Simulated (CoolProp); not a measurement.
Computed with CoolProp (reference Helmholtz-energy equation of state, Lemmon 2016).

Problem. For R115, give the phase and the Z, cv (kJ/(kg K)) at 335.1 K and 7.42 MPa.

Solution. 
- 335.1 K and 7.42 MPa: liquid; Z 0.346, cv 0.761
